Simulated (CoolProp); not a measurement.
Vapour-liquid equilibrium of carbon dioxide (1) + 1-butene (2) at -46.15 °C; x and y are mole fractions of (1).

Values from CoolProp's multi-fluid Helmholtz-energy mixture model, Span 1996 and Lemmon 2005; pair parameters Bell 2016.

```tsv
x	bubble pressure (MPa)	y at the bubble point	dew pressure at overall composition x (MPa)	liquid density (mol/L)
0.05	0.07037	0.785	…	12.30
0.2	…	0.944	0.01943	13.51
0.35	…	…	0.02386	14.92
0.5	…	…	…	16.59
0.65	…	0.984	0.04380	18.62
0.8	0.6608	0.990	0.07530	21.17
0.95	0.7558	0.997	0.2677	24.53
```

Task: What belongs in the gaps?

Result: 
- 0.05, dew pressure at overall composition x (MPa): 0.01638
- 0.2, bubble pressure (MPa): 0.2420
- 0.35, bubble pressure (MPa): 0.3915
- 0.35, y at the bubble point: 0.969
- 0.5, bubble pressure (MPa): 0.5022
- 0.5, y at the bubble point: 0.979
- 0.5, dew pressure at overall composition x (MPa): 0.03089
- 0.65, bubble pressure (MPa): 0.5843

No azeotrope shows between x = 0.05 and 0.95.

Pair parameters are fitted to limited data, so mixtures are less certain than the pure fluids.
